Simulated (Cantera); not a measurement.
Feed: 1 mol PbF₂, 0.59 mol H₂, at 0.100 bar.

Equilibrium computed with Cantera from the NASA thermochemical tables; the gas is ideal and each condensed phase is pure. Candidate condensed phases: Pb, PbF₂; 16 gas species. Each liquid is taken as pure. Mutual solubility and eutectic melting of coexisting phases are not modelled. Kinetics and transport are ignored.

Task: What share of the Pb ends up in condensed phases as a function of T (K), at 1125, 1175, 1225, 1275, 1325, 1375, 1425, 1475, 1525?

Result: 
```json
[
 {"T (K)": "1125", "Pb condensed (%)": "95.8", "as": "Pb(l) + PbF₂(l)"},
 {"T (K)": "1175", "Pb condensed (%)": "90.7", "as": "Pb(l) + PbF₂(l)"},
 {"T (K)": "1225", "Pb condensed (%)": "80.2", "as": "Pb(l) + PbF₂(l)"},
 {"T (K)": "1275", "Pb condensed (%)": "68.4", "as": "Pb(l)"},
 {"T (K)": "1325", "Pb condensed (%)": "62.2", "as": "Pb(l)"},
 {"T (K)": "1375", "Pb condensed (%)": "53.3", "as": "Pb(l)"},
 {"T (K)": "1425", "Pb condensed (%)": "40.1", "as": "Pb(l)"},
 {"T (K)": "1475", "Pb condensed (%)": "18.7", "as": "Pb(l)"},
 {"T (K)": "1525", "Pb condensed (%)": "0.0", "as": "-"}
]
```
